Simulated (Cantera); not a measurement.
Input (Python, Cantera) and output of one run.

```python
import numpy as np
import cantera as ct

gas_names = """
    CL CL2 H HCL H2 N NH NH2 NH3 N2 N2H2 N2H4 Si SiCL SiCL2 SiCL3 SiCL4 SiH SiHCL3 SiH2 SiH2CL2 SiH3
    SiH3CL SiH4 SiN Si2 Si2N Si3
""".split()
cond_names = """
    NH4CL(a) NH4CL(b) Si(cr) Si(L) Si3N4(a)
""".split()


# ... load() reads the species with a 1 bar reference pressure and builds the phases ...
atoms = {
    'SiH2Cl2': {'Si': 1, 'H': 2, 'CL': 2},
    'N2': {'N': 2},
}
top_T = {'Si3N4(a)': 2400}  # K; cautious upper limits of use, not melting points


# ... equilibrate(T, P, feed) seeds the gas with the atoms and calls Mixture.equilibrate('TP', solver="vcs", rtol=1e-11, max_steps=5000) ...
results = []
feed = {'SiH2Cl2': 1, 'N2': 0.21}  # mol
T = 1623  # K
P = 660  # Pa
mix = equilibrate(T, P, feed)
results.append((T, P, feed, dict(zip(mix.species_names, mix.species_moles))))
print(gas.report(threshold=0.0001))
for i in range(1, mix.n_phases):
    print(f"{mix.phase(i).name:16s} {mix.phase_moles(i):12.5e} mol")
```

Result:

```
       temperature   1623 K
          pressure   660 Pa
           density   0.0022692 kg/m^3
  mean mol. weight   46.396 kg/kmol
   phase of matter   gas

                          1 kg             1 kmol
                     ---------------   ---------------
          enthalpy       -6.1301e+05       -2.8441e+07  J
   internal energy       -9.0386e+05       -4.1935e+07  J
           entropy            6931.6         3.216e+05  J/K
    Gibbs function       -1.1863e+07        -5.504e+08  J
 heat capacity c_p            922.47             42799  J/K
 heat capacity c_v            743.26             34484  J/K

                      mass frac. Y      mole frac. X     chem. pot. / RT
                     ---------------   ---------------   ---------------
                CL        0.00016287        0.00021315           -26.722
                 H        1.1276e-05        0.00051899           -12.422
               HCL           0.15247           0.19403           -39.144
                H2           0.01617           0.37213           -24.845
                N2          0.040446          0.066986           -33.982
              SiCL        0.00023236        0.00016968           -31.505
             SiCL2           0.75502           0.35389           -58.228
             SiCL3          0.031835          0.010987            -84.95
             SiCL4         0.0029149        0.00079607           -111.67
            SiHCL3        0.00069061        0.00023657           -97.372
     [  +18 minor]        4.4999e-05        4.1701e-05

Si(cr)            1.19247e-01 mol
Si3N4(a)          3.36677e-02 mol
```

Cantera equilibrium calculation (NASA polynomials, part measured and part estimated; ideal gas, pure solids and liquids). Mutual solubility and eutectic melting of coexisting phases are not modelled. The tables' values for SiCl3, SiCl are old estimates; treat these amounts as uncertain.
